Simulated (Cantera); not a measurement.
Standard-state values (1 bar) from the NASA 1993 polynomials, evaluated with Cantera. Values are per mole of reaction as written; species without (g) are pure solids or liquids, kept so even where they would boil at 1 bar.

Task: Between 2198 and 2998 K, where is each reaction favourable under standard conditions?
- 2 Cr + 3 OH(g) = 3 H(g) + Cr2O3

Result: 
- 2 Cr + 3 OH(g) = 3 H(g) + Cr2O3: ΔG° is -300 kJ at 2198 K and -213 kJ at 2998 K; it stays negative (K > 1). ΔH° is -451 kJ and ΔS° -79 J/K at 2998 K.
